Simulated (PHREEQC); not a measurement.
Consider water at 25 °C with 0.16 mol/kgw KCl, 0.19 mol/kgw MgSO4 and 0.00013 mol/kgw KBr. Closed to the air; pH follows from the charge balance.

Model: ion-association model, phreeqc.dat, run in PHREEQC.

No solid was allowed to form.

Question: Order these S species by the share of S that they hold, largest first: SO4-2, KSO4-, MgSO4.

Answer: MgSO4 (50 %), SO4-2 (42 %), KSO4- (8.1 %)

The ionic strength is 0.511 mol/kgw. Complexes and solids missing from the database can't appear.
